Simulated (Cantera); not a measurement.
A closed system holds: 1 mol PbO, 2.8 mol CO, at 1.28 Torr.

These are equilibrium values from Cantera (NASA tables, ideal gas, pure condensed phases), not measurements of a reactor. Candidate condensed phases: C, Pb, PbO, PbO2, Pb3O4; 15 gas species. Rates play no part.

log p: log10 of the partial pressure in bar; n: condensed amount in mol.

```json
[
 {"T (K)": "973", "log p CO": "-2.96", "log p CO2": "-3.22", "log p Pb": "-5.06", "log p PbO": "…", "n Pb(l)": "0.986"},
 {"T (K)": "1173", "log p CO": "-3.09", "log p CO2": "-3.34", "log p Pb": "-3.37", "log p PbO": "…", "n Pb(l)": "0.0761"},
 {"T (K)": "1373", "log p CO": "-3.09", "log p CO2": "-3.35", "log p Pb": "-3.35", "log p PbO": "…", "n Pb(l)": "0"},
 {"T (K)": "1573", "log p CO": "-3.09", "log p CO2": "-3.35", "log p Pb": "-3.35", "log p PbO": "…", "n Pb(l)": "0"},
 {"T (K)": "1773", "log p CO": "-3.09", "log p CO2": "-3.35", "log p Pb": "-3.35", "log p PbO": "…", "n Pb(l)": "0"},
 {"T (K)": "1973", "log p CO": "-3.09", "log p CO2": "-3.35", "log p Pb": "-3.35", "log p PbO": "…", "n Pb(l)": "0"},
 {"T (K)": "2173", "log p CO": "-3.08", "log p CO2": "-3.38", "log p Pb": "-3.36", "log p PbO": "…", "n Pb(l)": "0"}
]
```

Problem. Complete the blanks.

Solution. 
- 973, log p PbO: -11.26
- 1173, log p PbO: -8.14
- 1373, log p PbO: -7.11
- 1573, log p PbO: -6.36
- 1773, log p PbO: -5.79
- 1973, log p PbO: -5.35
- 2173, log p PbO: -5.03
